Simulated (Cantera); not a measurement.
Input: 1 mol SiO2, 0.73 mol C, 0.29 mol H2, held at 1252 °C and 99.0 Pa.

These are equilibrium values from Cantera (NASA tables, ideal gas, pure condensed phases), not measurements of a reactor. Candidate condensed phases: C, C6H6, C7H8, C8H18, H2O, Si, SiC, SiO2; 123 gas species. Mutual solubility and eutectic melting of coexisting phases are not modelled. The tables hold silica as quartz up to 1696 K and as liquid above; real silica turns to tridymite and cristobalite and melts near 1996 K. The numbers say what is thermodynamically allowed, not how fast it happens.

Base state: CO 0.474, SiO 0.304, H2 0.222, H 0.000354 (mole fractions); condensed: SiC(s) + SiO2(β-quartz).

Task: What changes in the equilibrium state with this change: temperature from 1252 °C to 902 °C?

Result: 
| species | before | after |
|---|---|---|
| H2 | 0.222 | 0.971 |
| CO | 0.474 | 0.0289 |
| CH4 | 6.47e-9 | 1.79e-5 |
| SiO | 0.304 | 9.86e-6 |
| H | 0.000354 | 3.84e-6 |
| SiC(s), mol | 0.111 | 0.00431 |
| SiO2(β-quartz), mol | 0.492 | 0.996 |
| C(graphite), mol | 0 | 0.717 |
